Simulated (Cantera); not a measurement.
What does this Cantera script print?

```python
import numpy as np
import cantera as ct

gas_names = """
    C CO CO2 C2 C2O C3 C3O2 C4 C5 Fe FeC5O5 FeO O O2 O3
""".split()
cond_names = """
    C(gr) Fe(a) Fe(c) Fe(d) Fe(L) FeC5O5(L) FeO(s) FeO(L) Fe2O3(s) Fe3O4(s)
""".split()


# ... load() reads the species with a 1 bar reference pressure and builds the phases ...
atoms = {
    'Fe3O4': {'Fe': 3, 'O': 4},
    'C': {'C': 1},
    'CO': {'C': 1, 'O': 1},
}
top_T = {'C(gr)': 4500, 'Fe2O3(s)': 1830, 'Fe3O4(s)': 1870}  # K; cautious upper limits of use, not melting points


# ... equilibrate(T, P, feed) seeds the gas with the atoms and calls Mixture.equilibrate('TP', solver="vcs", rtol=1e-11, max_steps=5000) ...
results = []
T = 2523.15  # K
P = 1000  # Pa
for m in [0.4, 0.96, 1.5, 2.1, 2.6, 3.2, 3.8, 4.3, 4.9]:
    feed = {'Fe3O4': 1, 'C': m, 'CO': 0.61}  # mol
    mix = equilibrate(T, P, feed)
    results.append((T, P, feed, dict(zip(mix.species_names, mix.species_moles))))

top = {s: max(r[3][s] / sum(r[3][g] for g in gas_names) for r in results) for s in gas_names}
cols = sorted((s for s in top if top[s] > 1e-05), key=lambda s: -top[s])[:8]
seen = [c for c in cond_names if any(r[3].get(c, 0) > 1e-12 for r in results)]
print("log10 of partial pressures in bar; condensed amounts in mol")
print(f"{'n(C)':>10s}" + "".join(f"{s[:9]:>10s}" for s in cols + seen))
for T, P, feed, n in results:
    ng = sum(n[g] for g in gas_names)
    print(f"{feed['C']:10.4g}" + "".join(f"{np.log10(max(n[s] / ng * P / 1e5, 1e-99)):10.3f}" for s in cols)
          + "".join(f"{n.get(c, 0):10.4g}" for c in seen))
```

Output:

```
log10 of partial pressures in bar; condensed amounts in mol
      n(C)        CO        Fe       CO2        O2       FeO         O        C3         C     C(gr)    FeO(L)
       0.4    -2.690    -2.512    -2.728    -2.837    -3.025    -3.208   -30.413   -14.730         0     1.962
      0.96    -2.660    -2.414    -2.796    -3.033    -3.025    -3.306   -30.029   -14.602         0     1.012
       1.5    -2.658    -2.373    -2.841    -3.127    -3.031    -3.353   -29.882   -14.553         0         0
       2.1    -2.519    -2.373    -2.855    -3.433    -3.184    -3.506   -29.005   -14.261         0         0
       2.6    -2.421    -2.376    -2.927    -3.773    -3.357    -3.677   -28.201   -13.993         0         0
       3.2    -2.322    -2.385    -3.126    -4.369    -3.664    -3.974   -27.011   -13.596         0         0
       3.8    -2.241    -2.399    -3.707    -5.693    -4.340    -4.636   -24.781   -12.853         0         0
       4.3    -2.218    -2.404    -9.871   -18.068   -10.533   -10.824    -6.149    -6.642    0.2981         0
       4.9    -2.218    -2.404    -9.871   -18.068   -10.533   -10.824    -6.149    -6.642    0.8981         0
```

Cantera equilibrium calculation (NASA polynomials, part measured and part estimated; ideal gas, pure solids and liquids). The tables' stoichiometric FeO is somewhat more stable than real wüstite, so its field is too wide. FeO: taken at fixed stoichiometry.
